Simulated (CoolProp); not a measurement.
n-perfluorohexane along the isotherm 450 K: density (kg/m³) from the reference equation and from simpler models built on Tc = 448.0 K, pc = 1.742 MPa, ω = 0.497; each cubic takes its own stable root.

The numbers come from the reference Helmholtz-energy equation of state, Gao 2022 in CoolProp.

| p (MPa) | phase | reference | van der Waals | Redlich-Kwong | Peng-Robinson |
|---|---|---|---|---|---|
| 0.622 | gas | 65.06 | 63.57 | 64.67 | 65.61 |
| 1.24 | gas | 163.8 | 153.4 | 159.7 | 164.9 |
| 1.87 | supercritical | 811.2 | 547.0 | 624.2 | 658.9 |
| 2.49 | supercritical | 1013 | 662.1 | 792.6 | 870.1 |
| 3.11 | supercritical | 1076 | 710.9 | 864.6 | 954.2 |
| 3.73 | supercritical | 1116 | 744.2 | 914.4 | 1012 |
| 4.35 | supercritical | 1147 | 769.7 | 953.2 | 1056 |
| 4.98 | supercritical | 1172 | 791.0 | 985.8 | 1093 |
| 5.6 | supercritical | 1192 | 808.7 | 1013 | 1125 |
| 6.22 | supercritical | 1210 | 824.2 | 1037 | 1152 |
| 6.84 | supercritical | 1226 | 837.8 | 1059 | 1176 |
| 7.46 | supercritical | 1240 | 850.1 | 1078 | 1198 |
| 8.09 | supercritical | 1253 | 861.4 | 1096 | 1218 |
| 8.71 | supercritical | 1265 | 871.6 | 1113 | 1237 |
